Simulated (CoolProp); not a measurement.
Vapour-liquid equilibrium of R152A (1) + R227EA (2) at 19.55 °C; x and y are mole fractions of (1).

Model: multi-fluid Helmholtz-energy mixture model, Outcalt 1996 and Lemmon 2016; pair parameters Bell 2016, in CoolProp.

| x | bubble pressure, mixture model (MPa) | bubble pressure, Raoult's law (MPa) | y, mixture model | y, Raoult's law |
|---|---|---|---|---|
| 0.05 | [?] | 0.3897 | [?] | 0.065 |
| 0.125 | 0.3931 | 0.3988 | [?] | 0.159 |
| 0.2 | [?] | 0.4080 | 0.239 | 0.248 |
| 0.275 | 0.4113 | 0.4172 | 0.329 | 0.333 |
| 0.35 | 0.4221 | 0.4264 | 0.415 | 0.415 |
| 0.425 | 0.4335 | 0.4355 | [?] | 0.494 |
| 0.5 | 0.4449 | 0.4447 | [?] | 0.569 |
| 0.575 | 0.4561 | 0.4539 | 0.644 | 0.641 |
| 0.65 | 0.4668 | 0.4630 | 0.711 | 0.710 |
| 0.725 | 0.4769 | 0.4722 | 0.774 | 0.777 |
| 0.8 | [?] | 0.4814 | 0.835 | 0.841 |
| 0.875 | 0.4945 | 0.4906 | 0.896 | 0.902 |
| 0.95 | 0.5017 | 0.4997 | 0.957 | 0.962 |

Some entries are withheld; supply them.


- 0.05, bubble pressure, mixture model (MPa): 0.3867
- 0.05, y, mixture model: 0.057
- 0.125, y, mixture model: 0.147
- 0.2, bubble pressure, mixture model (MPa): 0.4015
- 0.425, y, mixture model: 0.497
- 0.5, y, mixture model: 0.573
- 0.8, bubble pressure, mixture model (MPa): 0.4861

The largest gap from Raoult's law is -1.6 % in bubble pressure, at x = 0.2. No azeotrope shows between x = 0.05 and 0.95.

Pair parameters are fitted to limited data, so mixtures are less certain than the pure fluids. The gap from Raoult's law changes sign with composition, which may be real or a fault of the pair parameters; it wasn't checked against measurements.
